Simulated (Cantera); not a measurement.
What does this Cantera script print?

```python
import numpy as np
import cantera as ct

gas_names = """
    AL ALN ALO ALO2 AL2 AL2O AL2O2 N NO NO2 NO3 N2 N2O O O2 O3
""".split()
cond_names = """
    AL(cr) AL(L) ALN(s) AL2O3(a) AL2O3(L)
""".split()


def load(file, names, dense=False):
    # The tables refer to 1 bar. Condensed volumes are neglected.
    table = {s.name: s for s in ct.Species.list_from_file(file)}
    out = []
    for n in names:
        d = dict(table[n].input_data)
        d["thermo"] = dict(d["thermo"], **{"reference-pressure": 1e5})
        if dense:
            d["equation-of-state"] = {"model": "constant-volume", "density": "1e6 g/cm^3"}
        out.append(ct.Species.from_dict(d))
    return out


gas = ct.Solution(thermo="ideal-gas", species=load("nasa_gas.yaml", gas_names))
cond = {s.name: ct.Solution(thermo="fixed-stoichiometry", species=[s], name=s.name)
        for s in load("nasa_condensed.yaml", cond_names, dense=True)}
atoms = {
    'Al2O3': {'AL': 2, 'O': 3},
    'N2': {'N': 2},
}
top_T = {'ALN(s)': 2750}  # K; cautious upper limits of use, not melting points


def equilibrate(T, P, feed):
    n = {}
    for name, mol in feed.items():
        for a, k in atoms[name].items():
            n[a] = n.get(a, 0.0) + k * mol
    gas.TPX = T, P, n
    mass = sum(n.values()) * gas.mean_molecular_weight
    gas.equilibrate("TP")
    valid = [c for c in cond.values() if c.min_temp <= T <= top_T.get(c.name, c.max_temp)]
    mix = ct.Mixture([(gas, mass / gas.mean_molecular_weight)] + [(c, 0.0) for c in valid])
    mix.T, mix.P = T, P
    mix.equilibrate("TP", solver="vcs", rtol=1e-11, max_steps=5000)
    return mix


results = []
feed = {'Al2O3': 1, 'N2': 0.28}  # mol
T = 1848  # K
P = 1.2  # Pa
mix = equilibrate(T, P, feed)
results.append((T, P, feed, dict(zip(mix.species_names, mix.species_moles))))
print(gas.report(threshold=0.001))
for i in range(1, mix.n_phases):
    print(f"{mix.phase(i).name:16s} {mix.phase_moles(i):12.5e} mol")
```

Output:

```
       temperature   1848 K
          pressure   1.2 Pa
           density   2.1878e-06 kg/m^3
  mean mol. weight   28.014 kg/kmol
   phase of matter   gas

                          1 kg             1 kmol
                     ---------------   ---------------
          enthalpy        1.8082e+06        5.0655e+07  J
   internal energy        1.2597e+06         3.529e+07  J
           entropy             12259        3.4342e+05  J/K
    Gibbs function       -2.0846e+07       -5.8399e+08  J
 heat capacity c_p            1274.4             35701  J/K
 heat capacity c_v            977.63             27387  J/K

                      mass frac. Y      mole frac. X     chem. pot. / RT
                     ---------------   ---------------   ---------------
                N2           0.99995           0.99994           -38.008
     [  +15 minor]        4.9656e-05        6.0732e-05

AL(L)             0.00000e+00 mol
ALN(s)            0.00000e+00 mol
AL2O3(a)          9.99996e-01 mol
```

Cantera equilibrium calculation (NASA polynomials, part measured and part estimated; ideal gas, pure solids and liquids).
